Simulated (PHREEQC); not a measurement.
Consider water at 6.2 °C with 0.08 mmol/kgw CaSO4, 38 mmol/kgw NaF and 0.0006 mmol/kgw H4SiO4. Closed to the air; pH follows from the charge balance.

Computed with PHREEQC (ion-association model, phreeqc.dat).

**Question.** The ionic strength comes out as 0.0377 mol/kgw. What activity coefficients do SO4-2, F-, Na+, Ca+2, NaSO4- get?

**Answer.** SO4-2 0.51, F- 0.83, Na+ 0.85, Ca+2 0.52, NaSO4- 0.85.

No solid was allowed to form. Saturation is exceeded, for instance for Fluorite; the values hold only as long as no solid forms. Complexes and solids missing from the database can't appear. Away from 25 °C the constants follow the database's enthalpies or fits; those with neither stay at their 25 °C values. SiF6-2 is the database's only silicon fluoride.
